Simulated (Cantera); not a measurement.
Input: 1 mol Si, 1 mol HBr, 11 mol H2, equilibrated at 1150 K and 0.0255 Torr.

Method: chemical equilibrium by Gibbs-energy minimisation in Cantera with the NASA 1993 tables (ideal gas, pure condensed phases). Candidate condensed phases: Br2, Si; 19 gas species. The tables' values for SiBr3 are old estimates; treat these amounts as uncertain. Rates play no part.

Base state: H2 0.924, HBr 0.0678, SiBr2 0.00747, Br 0.000508, SiBr3 2.16e-5, H 1.23e-5 (mole fractions); condensed: Si(s).

Q: What changes in the equilibrium state with this change: H2 from 11 to 0.18 mol?

A: 
```
species      before     after
----------  -------  --------
H2            0.924     0.441
HBr          0.0678     0.279
SiBr2       0.00747     0.265
SiBr4       5.63e-6   0.00708
SiBr3       2.16e-5   0.00456
SiHBr3      9.30e-7  0.000136
Si(s), mol    0.910     0.676
```
